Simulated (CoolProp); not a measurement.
The numbers come from the reference Helmholtz-energy equation of state, Thol 2017 in CoolProp.

Question: For decamethyltetrasiloxane (MD2M), give the phase and the cv (kJ/(kg K)) at 326.85 °C and 0.171 bar; 326.85 °C and 7.96 bar.

Answer: 
- 326.85 °C and 0.171 bar: gas; cv 2.01
- 326.85 °C and 7.96 bar: gas; cv 2.04
